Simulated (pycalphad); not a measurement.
CALPHAD calculation (pycalphad, COST 507 light-alloy database (1999)), 1 atm. The data set is of 1999 and partly superseded. Amounts are mole fractions of atoms. Diffusion is slow at the low end, where real alloys seldom reach equilibrium.

Problem. Give the equilibrium state of Ti-11.17C (wt.%) at 800 K.

Solution. 
```
T = 800.00 K, P = 101325 Pa, N = 1 mol of atoms
G = -98688 J/mol, H = -63753 J/mol, S = 43.67 J/(mol K)  (SER reference)
chemical potentials (J/mol): Ti -32407, C -230912
phase             fraction      x(Ti)       x(C)
FCC_A1              0.9277     0.6403     0.3597
HCP_A3              0.0723     0.9973     0.0027
```

Problem. Give the equilibrium state of Ti-11.17C (wt.%) at 1400 K.

Solution. 
```
T = 1400.00 K, P = 101325 Pa, N = 1 mol of atoms
G = -130280 J/mol, H = -45630 J/mol, S = 60.46 J/(mol K)  (SER reference)
chemical potentials (J/mol): Ti -74257, C -242041
phase             fraction      x(Ti)       x(C)
FCC_A1              0.9888     0.6624     0.3376
BCC_A2              0.0112     0.9912     0.0088
```

FCC_A1 is fcc; BCC_A2 is bcc; HCP_A3 is hcp. The fcc model also describes the rock-salt carbide or nitride (TiC, TiN, HfC).
